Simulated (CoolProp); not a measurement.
Properties of tetradecamethylhexasiloxane (MD4M) along the isotherm 620 K.

Model: reference Helmholtz-energy equation of state, Thol 2019, in CoolProp.

| p (MPa) | phase | density (kg/m³) | cv (kJ/(kg K)) | speed of sound (m/s) | Joule-Thomson coefficient (K/MPa) | expansivity (1/kK) |
|---|---|---|---|---|---|---|
| 0.00131 | gas | 0.1167 | 2.066 | 106.4 | 12.94 | 1.618 |
| 0.00298 | gas | 0.2658 | 2.066 | 106.3 | 12.96 | 1.624 |
| 0.00679 | gas | 0.6070 | 2.066 | 106.0 | 13.01 | 1.639 |
| 0.0154 | gas | 1.384 | 2.066 | 105.5 | 13.11 | 1.674 |
| 0.0351 | gas | 3.192 | 2.068 | 104.3 | 13.35 | 1.756 |
| 0.08 | gas | 7.488 | 2.070 | 101.3 | 13.96 | 1.966 |
| 0.182 | gas | 18.33 | 2.077 | 93.99 | 15.67 | 2.592 |
| 0.414 | gas | 53.11 | 2.097 | 71.73 | 23.70 | 6.098 |
